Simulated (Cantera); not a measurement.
Input (Python, Cantera) and output of one run.

```python
import numpy as np
import cantera as ct

gas_names = [...]  # 151 gases of nasa_gas.yaml made of C, H, N, O, Si
cond_names = """
    C(gr) C6H6(L) C7H8(L) C8H18(L),n-octa H2O(s) H2O(L) Si(cr) Si(L) SiC(b) SiO2(Lqz) SiO2(hqz) SiO2(L)
    Si2N2O(s) Si3N4(a)
""".split()


# ... load() reads the species with a 1 bar reference pressure and builds the phases ...
atoms = {
    'SiC': {'Si': 1, 'C': 1},
    'H2O': {'H': 2, 'O': 1},
    'N2': {'N': 2},
}
top_T = {'C(gr)': 4500, 'SiC(b)': 3050, 'Si2N2O(s)': 2100, 'Si3N4(a)': 2400}  # K; cautious upper limits of use, not melting points


# ... equilibrate(T, P, feed) seeds the gas with the atoms and calls Mixture.equilibrate('TP', solver="vcs", rtol=1e-11, max_steps=5000) ...
results = []
feed = {'SiC': 1, 'H2O': 0.0036, 'N2': 400}  # mol
P = 780  # Pa
for T in [1923, 1948, 1973, 1998, 2023, 2048, 2073, 2098, 2123, 2148, 2173]:
    mix = equilibrate(T, P, feed)
    results.append((T, P, feed, dict(zip(mix.species_names, mix.species_moles))))

top = {s: max(r[3][s] / sum(r[3][g] for g in gas_names) for r in results) for s in gas_names}
cols = sorted((s for s in top if top[s] > 0.0001), key=lambda s: -top[s])[:7]
seen = [c for c in cond_names if any(r[3].get(c, 0) > 1e-12 for r in results)]
print("log10 of partial pressures in bar; condensed amounts in mol")
print(f"{'T/K':>10s}" + "".join(f"{s[:9]:>10s}" for s in cols + seen))
for T, P, feed, n in results:
    ng = sum(n[g] for g in gas_names)
    print(f"{T:10.4g}" + "".join(f"{np.log10(max(n[s] / ng * P / 1e5, 1e-99)):10.3f}" for s in cols)
          + "".join(f"{n.get(c, 0):10.4g}" for c in seen))
```

It prints:

```
log10 of partial pressures in bar; condensed amounts in mol
       T/K        N2        Si      SiC2     C(gr)    SiC(b)
      1923    -2.108    -6.160    -7.706   0.02769     0.961
      1948    -2.108    -5.981    -7.472    0.0456    0.9407
      1973    -2.108    -5.806    -7.244   0.07179    0.9106
      1998    -2.108    -5.636    -7.023    0.1097    0.8666
      2023    -2.108    -5.469    -6.806     0.164    0.8027
      2048    -2.108    -5.307    -6.596    0.2412    0.7107
      2073    -2.108    -5.149    -6.390    0.3498    0.5792
      2098    -2.109    -4.995    -6.190    0.5012    0.3928
      2123    -2.109    -4.845    -5.994    0.7106    0.1301
      2148    -2.109    -4.783    -5.888    0.8059         0
      2173    -2.109    -4.779    -5.842    0.7914         0
```

Equilibrium computed with Cantera from the NASA thermochemical tables; the gas is ideal and each condensed phase is pure. The tables' values for SiN are old estimates; treat these amounts as uncertain.
